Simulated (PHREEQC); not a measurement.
A column of 0.1 m (40 cells, dispersivity 0.005 m, 300 s a shift, diffusion coefficient 3e-10 m²/s) holds 0.0031 eq of the database's cation exchanger X per kg of pore water, first in equilibrium with 0.0022 mol PbCl2, 0.00099 mol NH4Cl and 1e-05 mol HCl per kg of water. It is flushed with 0.0008 mol/kgw MnCl2, 0.001 mol/kgw PbCl2 and 1e-05 mol/kgw HCl, at 25 °C. Values are for the last cell. The system is closed to CO2. Nothing may precipitate in this run.

Base run: PHREEQC, ion-association model, phreeqc.dat. Each further column changes one thing. The table gives Mn in solution (mol/kgw).

| pore volumes | base | exchange capacity from 0.0031 to 0.0015 eq/kgw | dispersivity from 0.005 to 0.01 m |
|---|---|---|---|
| 0 | 0 | 0 | 0 |
| 0.5125 | 2.48e-6 | 6.61e-6 | 2.08e-5 |
| 0.8875 | 0.000119 | 0.000201 | 0.000194 |
| 1.387 | 0.000451 | 0.000582 | 0.000469 |
| 1.762 | 0.000630 | 0.000721 | 0.000608 |
| 2.263 | 0.000746 | 0.000784 | 0.000713 |
| 2.638 | 0.000779 | 0.000795 | 0.000753 |
| 3.138 | 0.000794 | 0.000799 | 0.000780 |
| 3.513 | 0.000798 | 0.000800 | 0.000790 |
| 4.013 | 0.000800 | 0.000800 | 0.000796 |
